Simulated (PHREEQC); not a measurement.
Dissolve 19 mmol/kgw HF, 0.058 mmol/kgw FeCl3 and 0.031 mmol/kgw MnSO4 at 25 °C. Closed to the air; pH follows from the charge balance.

Equilibrium calculation in PHREEQC: ion-association model, phreeqc.dat.

No solid was allowed to form.

Task: What pH does the model give?

Result: pH 2.47.

Task: In which forms is S present?

Result: SO4-2 79 %, HSO4- 21 % of the S.

Fluoro complexes past AlF4- and FeF3 are missing from the database.
